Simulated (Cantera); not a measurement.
What does this Cantera script print?

```python
import numpy as np
import cantera as ct

gas = ct.Solution("gri30.yaml")
gas.TPX = 1400, 220000, {'CH4': 1, 'C2H6': 0.066, 'O2': 1.06, 'N2': 3.99}
reactor = ct.IdealGasConstPressureReactor(gas, energy="on", clone=False)
net = ct.ReactorNet([reactor])
net.rtol, net.atol = 1e-08, 1e-16
show = ['CH4', 'C2H6', 'O2', 'HO2', 'C2H', 'CH2', 'C2H2']
times = np.geomspace(8e-06, 0.1, 11)

steps = ct.SolutionArray(gas, extra=["t"])
rows = []
print(f"{'t/s':>10s}{'T/K':>9s}{'P/Pa':>11s}" + "".join(f"{s:>11s}" for s in show))
for t in times:
    while net.time < t:
        t_next = net.step()
        steps.append(gas.state, t=t_next)
    rows.append([np.interp(t, steps.t, y) for y in (steps.T, steps.P, *steps(*show).X.T)])
    print(f"{t:10.3e}{rows[-1][0]:9.1f}{rows[-1][1]:11.4g}" + "".join(f"{x:11.3e}" for x in rows[-1][2:]))
rate = np.gradient(steps.T, steps.t)
print("integrator steps:", len(steps.t))
if steps.T.max() > steps.T[0] + 200:
    print(f"time of steepest temperature rise: {steps.t[rate.argmax()]:.4e} s")
gas.TPX = 1400, 220000, {'CH4': 1, 'C2H6': 0.066, 'O2': 1.06, 'N2': 3.99}
gas.equilibrate("HP")
print(f"equilibrium (HP): T = {gas.T:.1f} K  " + "  ".join(f"{s} {gas[s].X[0]:.3e}" for s in show))
```

Result:

```
       t/s      T/K       P/Pa        CH4       C2H6         O2        HO2        C2H        CH2       C2H2
 8.000e-06   1399.9    2.2e+05  1.635e-01  1.078e-02  1.733e-01  1.183e-06  4.208e-20  1.189e-11  8.977e-12
 2.055e-05   1399.7    2.2e+05  1.635e-01  1.075e-02  1.733e-01  5.039e-06  3.873e-18  8.417e-11  2.390e-10
 5.278e-05   1399.7    2.2e+05  1.634e-01  1.067e-02  1.732e-01  1.498e-05  4.537e-16  5.183e-10  7.714e-09
 1.356e-04   1401.2    2.2e+05  1.628e-01  1.044e-02  1.727e-01  2.362e-05  2.137e-14  1.239e-09  1.908e-07
 3.482e-04   1410.6    2.2e+05  1.600e-01  9.721e-03  1.706e-01  4.465e-05  7.645e-13  2.987e-09  3.120e-06
 8.944e-04   2418.1    2.2e+05  1.658e-03  3.052e-07  3.352e-06  3.716e-09  1.250e-05  3.074e-05  8.660e-03
 2.297e-03   2393.9    2.2e+05  5.611e-09  4.772e-17  2.395e-06  2.770e-09  1.250e-11  9.352e-11  8.983e-09
 5.901e-03   2394.4    2.2e+05  1.716e-10  4.857e-21  2.456e-06  2.845e-09  3.457e-16  3.102e-12  2.451e-13
 1.516e-02   2394.9    2.2e+05  1.632e-10  4.440e-21  2.472e-06  2.863e-09  3.287e-16  2.948e-12  2.323e-13
 3.893e-02   2395.1    2.2e+05  1.612e-10  4.344e-21  2.478e-06  2.869e-09  3.250e-16  2.913e-12  2.293e-13
 1.000e-01   2395.1    2.2e+05  1.610e-10  4.337e-21  2.479e-06  2.870e-09  3.247e-16  2.911e-12  2.291e-13
integrator steps: 1928
time of steepest temperature rise: 8.4265e-04 s
equilibrium (HP): T = 2395.1 K  CH4 1.819e-10  C2H6 5.362e-21  O2 2.479e-06  HO2 2.870e-09  C2H 3.632e-16  CH2 3.244e-12  C2H2 2.563e-13
```

Cantera simulation using GRI-Mech 3.0 (53 species, 325 reactions); the numbers are that mechanism's predictions, not measurements.
